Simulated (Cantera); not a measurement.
Input: 1 mol SiF₄, 30 mol N₂O, 66 mol N₂, equilibrated at 0.860 bar.

Cantera equilibrium calculation (NASA polynomials, part measured and part estimated; ideal gas, pure solids and liquids). Candidate condensed phases: Si, SiO₂, Si₂N₂O, Si₃N₄; 28 gas species. The numbers say what is thermodynamically allowed, not how fast it happens.

**Question.** At 1298 K, list the 4 most abundant gas species with their mole fractions, and the condensed phases.

**Answer.** N₂ 0.857, O₂ 0.134, SiF₄ 0.00893, NO 0.000325. Condensed: gas only.
